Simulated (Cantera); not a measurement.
An adiabatic, constant-pressure homogeneous reactor starts with H₂ : O₂ : N₂ = 1 : 0.217 : 0.817 (molar parts), equivalence ratio 2.3, at 1723 K and 0.710 bar. Integrator tolerance rtol = 1e-08.

Detailed kinetics in Cantera: the H2/O2 subset of GRI-Mech 3.0, which has no nitrogen chemistry.

**Question.** What does this change do: pressure from 0.710 bar to 26.0 bar?

**Answer.** 
```tsv
quantity	before	after
time of steepest temperature rise	10.8 µs	0.337 µs
temperature at 8.00 s	2803 K	3052 K
equilibrium temperature	2803 K	3052 K
x(H₂) at 8.00 s	0.283 (gas-phase equilibrium 0.283)	0.300 (gas-phase equilibrium 0.300)
x(O₂) at 8.00 s	0.000409 (gas-phase equilibrium 0.000409)	6.50e-5 (gas-phase equilibrium 6.50e-5)
x(OH) at 8.00 s	0.0114 (gas-phase equilibrium 0.0114)	0.00529 (gas-phase equilibrium 0.00529)
x(HO₂) at 8.00 s	3.62e-7 (gas-phase equilibrium 3.62e-7)	3.71e-7 (gas-phase equilibrium 3.71e-7)
x(H₂O) at 8.00 s	0.217 (gas-phase equilibrium 0.217)	0.230 (gas-phase equilibrium 0.230)
x(O) at 8.00 s	0.00132 (gas-phase equilibrium 0.00132)	0.000215 (gas-phase equilibrium 0.000215)
```
The hydrogen kinetics of GRI-Mech 3.0 are dated; newer H2 mechanisms differ, most at raised pressure. The pressure lies above the range GRI-Mech 3.0 was tuned for (to about 10 atm). Above 3000 K some thermodynamic fits are extrapolated.

**Question.** What does this change do: N2 0.817 to 0.62 parts?

**Answer.** 
```tsv
quantity	before	after
time of steepest temperature rise	10.8 µs	9.78 µs
temperature at 8.00 s	2803 K	2852 K
equilibrium temperature	2803 K	2852 K
x(H₂) at 8.00 s	0.283 (gas-phase equilibrium 0.283)	0.312 (gas-phase equilibrium 0.312)
x(O₂) at 8.00 s	0.000409 (gas-phase equilibrium 0.000409)	0.000589 (gas-phase equilibrium 0.000589)
x(OH) at 8.00 s	0.0114 (gas-phase equilibrium 0.0114)	0.0147 (gas-phase equilibrium 0.0147)
x(HO₂) at 8.00 s	3.62e-7 (gas-phase equilibrium 3.62e-7)	5.52e-7 (gas-phase equilibrium 5.52e-7)
x(H₂O) at 8.00 s	0.217 (gas-phase equilibrium 0.217)	0.239 (gas-phase equilibrium 0.239)
x(O) at 8.00 s	0.00132 (gas-phase equilibrium 0.00132)	0.00193 (gas-phase equilibrium 0.00193)
```
